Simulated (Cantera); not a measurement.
An isothermal, constant-pressure homogeneous reactor starts with 0.746 % H2, 82.0 % O2, 17.2 % N2, equivalence ratio 0.0046, at 1148 K and 790 Pa.

Cantera simulation using the H2/O2 subset of GRI-Mech 3.0, which has no nitrogen chemistry; the numbers are that mechanism's predictions, not measurements. Radical loss at walls, strong at low pressure, is not modelled.

x: mole fraction; the columns are a selection and need not sum to one.

| t (s) | x H2 | x O2 | x H | x H2O | x HO2 | x O |
|---|---|---|---|---|---|---|
| 5.00e-5 | 0.00746 | 0.820 | 4.81e-11 | <1e-12 | 5.96e-11 | 1.17e-11 |
| 0.000107 | 0.00746 | 0.820 | 8.35e-11 | 2.15e-12 | 1.28e-10 | 4.61e-11 |
| 0.000229 | 0.00746 | 0.820 | 1.27e-10 | 1.68e-11 | 2.74e-10 | 1.62e-10 |
| 0.000491 | 0.00746 | 0.820 | 1.85e-10 | 1.14e-10 | 5.87e-10 | 5.13e-10 |
| 0.00105 | 0.00746 | 0.820 | 3.26e-10 | 7.09e-10 | 1.26e-9 | 1.63e-9 |
| 0.00226 | 0.00746 | 0.820 | 8.94e-10 | 4.82e-9 | 2.70e-9 | 6.60e-9 |
| 0.00483 | 0.00746 | 0.820 | … | … | … | … |
| 0.0103 | 0.00746 | 0.820 | 3.53e-7 | 3.52e-6 | 2.16e-8 | 3.17e-6 |
| 0.0222 | 0.00263 | 0.816 | 0.000524 | 0.00396 | 9.24e-7 | 0.00338 |
| 0.0475 | 3.18e-5 | 0.814 | 0.000330 | 0.00702 | 5.22e-7 | 0.00615 |
| 0.102 | 2.62e-5 | 0.814 | 0.000277 | 0.00707 | 4.91e-7 | 0.00555 |
| 0.218 | 2.14e-5 | 0.815 | 0.000202 | 0.00714 | 4.48e-7 | 0.00449 |
| 0.467 | 1.45e-5 | 0.817 | 0.000113 | 0.00723 | 3.75e-7 | 0.00303 |
| 1.00 | … | 0.818 | … | 0.00733 | … | … |

### Question
Some entries are withheld; supply them.

### Answer

- 0.00483, x H: 6.24e-9
- 0.00483, x H2O: 5.52e-8
- 0.00483, x HO2: 5.91e-9
- 0.00483, x O: 5.46e-8
- 1.00, x H2: 7.60e-6
- 1.00, x H: 4.22e-5
- 1.00, x HO2: 2.72e-7
- 1.00, x O: 0.00157
